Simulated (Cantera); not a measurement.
Cantera run:

```python
import numpy as np
import cantera as ct

gas_names = """
    AL ALI ALI3 ALN AL2 AL2I6 I I2 N N2
""".split()
cond_names = """
    AL(cr) AL(L) ALI3(s) ALI3(L) ALN(s) I2(cr) I2(L)
""".split()


def load(file, names, dense=False):
    # The tables refer to 1 bar. Condensed volumes are neglected.
    table = {s.name: s for s in ct.Species.list_from_file(file)}
    out = []
    for n in names:
        d = dict(table[n].input_data)
        d["thermo"] = dict(d["thermo"], **{"reference-pressure": 1e5})
        if dense:
            d["equation-of-state"] = {"model": "constant-volume", "density": "1e6 g/cm^3"}
        out.append(ct.Species.from_dict(d))
    return out


gas = ct.Solution(thermo="ideal-gas", species=load("nasa_gas.yaml", gas_names))
cond = {s.name: ct.Solution(thermo="fixed-stoichiometry", species=[s], name=s.name)
        for s in load("nasa_condensed.yaml", cond_names, dense=True)}
atoms = {
    'Al': {'AL': 1},
    'I2': {'I': 2},
    'N2': {'N': 2},
}
top_T = {'ALN(s)': 2750}  # K; cautious upper limits of use, not melting points


def equilibrate(T, P, feed):
    n = {}
    for name, mol in feed.items():
        for a, k in atoms[name].items():
            n[a] = n.get(a, 0.0) + k * mol
    gas.TPX = T, P, n
    mass = sum(n.values()) * gas.mean_molecular_weight
    gas.equilibrate("TP")
    valid = [c for c in cond.values() if c.min_temp <= T <= top_T.get(c.name, c.max_temp)]
    mix = ct.Mixture([(gas, mass / gas.mean_molecular_weight)] + [(c, 0.0) for c in valid])
    mix.T, mix.P = T, P
    mix.equilibrate("TP", solver="vcs", rtol=1e-11, max_steps=5000)
    return mix


results = []
feed = {'Al': 1, 'I2': 4.6, 'N2': 0.62}  # mol
P = 6900  # Pa
for T in [600, 700, 800, 900, 1000, 1100, 1200, 1300, 1400]:
    mix = equilibrate(T, P, feed)
    results.append((T, P, feed, dict(zip(mix.species_names, mix.species_moles))))

top = {s: max(r[3][s] / sum(r[3][g] for g in gas_names) for r in results) for s in gas_names}
cols = sorted((s for s in top if top[s] > 1e-06), key=lambda s: -top[s])[:5]
seen = [c for c in cond_names if any(r[3].get(c, 0) > 1e-12 for r in results)]
print("log10 of partial pressures in bar; condensed amounts in mol")
print(f"{'T/K':>10s}" + "".join(f"{s[:9]:>10s}" for s in cols + seen))
for T, P, feed, n in results:
    ng = sum(n[g] for g in gas_names)
    print(f"{T:10.4g}" + "".join(f"{np.log10(max(n[s] / ng * P / 1e5, 1e-99)):10.3f}" for s in cols)
          + "".join(f"{n.get(c, 0):10.4g}" for c in seen))
```

Output:

```
log10 of partial pressures in bar; condensed amounts in mol
       T/K         I        I2      ALI3        N2     AL2I6
       600    -4.585    -1.330    -1.977    -2.029    -2.642
       700    -3.643    -1.344    -1.850    -2.042    -3.592
       800    -2.934    -1.353    -1.841    -2.046    -4.461
       900    -2.390    -1.377    -1.848    -2.056    -5.155
      1000    -1.974    -1.437    -1.870    -2.077    -5.730
      1100    -1.670    -1.559    -1.908    -2.116    -6.235
      1200    -1.468    -1.767    -1.958    -2.166    -6.684
      1300    -1.355    -2.059    -2.003    -2.210    -7.064
      1400    -1.302    -2.398    -2.031    -2.238    -7.364
```

Cantera equilibrium calculation (NASA polynomials, part measured and part estimated; ideal gas, pure solids and liquids).
